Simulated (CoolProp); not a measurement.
The fluid at 374.47 K and 1.92 MPa is throttled through a valve to 1.22 MPa with no heat exchange. The same conditions are run with several fluids, on thermodynamics alone (safety and materials aside).

Model: reference Helmholtz-energy equation of state of each fluid (R365MFC: Lemmon 2016; n-heptane: Span 2003; methanol: de Reuck 1993; n-pentane: Thol 2019; toluene: Lemmon 2006), in CoolProp.

```json
[
 {"fluid": "R365MFC", "temperature change (K)": "+0.0", "final density (kg/m³)": "1080"},
 {"fluid": "n-heptane", "temperature change (K)": "+0.2", "final density (kg/m³)": "613"},
 {"fluid": "methanol", "temperature change (K)": "+0.1", "final density (kg/m³)": "711"},
 {"fluid": "n-pentane", "temperature change (K)": "+0.0", "final density (kg/m³)": "537"},
 {"fluid": "toluene", "temperature change (K)": "+0.2", "final density (kg/m³)": "790"}
]
```
